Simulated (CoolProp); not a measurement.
Saturation properties of R152A (Tc = 113.3 °C, pc = 4.517 MPa, ω = 0.275).

The numbers come from the reference Helmholtz-energy equation of state, Outcalt 1996 in CoolProp. It is a modified Benedict-Webb-Rubin equation, recast in Helmholtz form.

```
T (°C)   p (MPa)  enthalpy of vaporisation (kJ/kg)  vapour Z
------  --------  --------------------------------  --------
-94.85         …                             386.8    0.9985
-90.45  0.001467                             383.4    0.9979
-86.05  0.002169                             379.9    0.9972
-81.65  0.003141                             376.5    0.9963
-77.25  0.004461                             373.1    0.9953
-72.85  0.006222                                 …    0.9940
-68.45  0.008534                                 …         …
-64.05   0.01152                             362.9         …
-59.65   0.01534                             359.4    0.9884
-55.25   0.02014                             356.0    0.9860
-50.95   0.02597                             352.5    0.9832
-46.55   0.03329                             349.0    0.9800
-42.15   0.04220                             345.4    0.9765
-37.75         …                             341.7    0.9725
-33.35         …                                 …    0.9680
```

What belongs in the gaps?


- -94.85, p (MPa): 0.0009697
- -72.85, enthalpy of vaporisation (kJ/kg): 369.7
- -68.45, enthalpy of vaporisation (kJ/kg): 366.3
- -68.45, vapour Z: 0.9924
- -64.05, vapour Z: 0.9906
- -37.75, p (MPa): 0.05296
- -33.35, p (MPa): 0.06581
- -33.35, enthalpy of vaporisation (kJ/kg): 338.0

It boils at -24.0 °C under 1 atm.
